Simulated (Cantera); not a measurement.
## MgSO₄ + CO₂ (calcination and drying)

Feed: 1 mol MgSO₄, 3.6 mol CO₂, at 10000 Pa.

These are equilibrium values from Cantera (NASA tables, ideal gas, pure condensed phases), not measurements of a reactor. Candidate condensed phases: C, Mg, MgCO₃, MgO, MgS, MgSO₄, S; 26 gas species. Mutual solubility and eutectic melting of coexisting phases are not modelled. Equilibrium is a limit: real reactors are often held back by kinetics, nucleation or transport.

| T (°C) | x CO₂ | x SO₂ | x O₂ | x SO₃ | x CO | x O | x SO | n MgSO₄(s) | n MgO(s) |
|---|---|---|---|---|---|---|---|---|---|
| 325 | 1.00 | 4.14e-12 | 1.61e-12 | <1e-12 | <1e-12 | <1e-12 | <1e-12 | 1.00 | 0 |
| 425 | 1.00 | 4.84e-9 | 2.42e-9 | 2.26e-11 | 1.56e-12 | <1e-12 | <1e-12 | 1.00 | 0 |
| 525 | 1.000 | 1.17e-6 | 5.86e-7 | 1.01e-8 | 4.56e-11 | <1e-12 | <1e-12 | 1.000 | 0 |
| 625 | 1.000 | 8.15e-5 | 4.07e-5 | 1.13e-6 | 6.33e-10 | <1e-12 | <1e-12 | 1.000 | 0.000297 |
| 725 | 0.996 | 0.00237 | 0.00118 | 4.77e-5 | 5.21e-9 | 1.61e-11 | <1e-12 | 0.991 | 0.00873 |
| 825 | 0.944 | 0.0365 | 0.0183 | 0.000990 | 2.79e-8 | 1.01e-9 | 4.21e-11 | 0.857 | 0.143 |
| 925 | 0.708 | 0.192 | 0.0958 | 0.00490 | 1.20e-7 | 2.35e-8 | 1.53e-9 | 0 | 1.00 |
| 1025 | 0.707 | 0.194 | 0.0970 | 0.00236 | 1.05e-6 | 1.68e-7 | 1.60e-8 | 0 | 1.00 |
| 1125 | 0.706 | 0.195 | 0.0975 | 0.00126 | 6.78e-6 | 9.06e-7 | 1.19e-7 | 0 | 1.00 |
| 1225 | 0.706 | 0.195 | 0.0977 | 0.000729 | 3.39e-5 | 3.90e-6 | 6.72e-7 | 0 | 1.00 |
| 1325 | 0.706 | 0.196 | 0.0979 | 0.000453 | 0.000139 | 1.40e-5 | 3.06e-6 | 0 | 1.00 |
x: gas mole fraction; n: condensed amount in mol.

From 325 °C to 525 °C the condensed part is MgSO₄(s). From 625 °C to 825 °C the condensed part is MgO(s) + MgSO₄(s). From 925 °C to 1325 °C the condensed part is MgO(s).
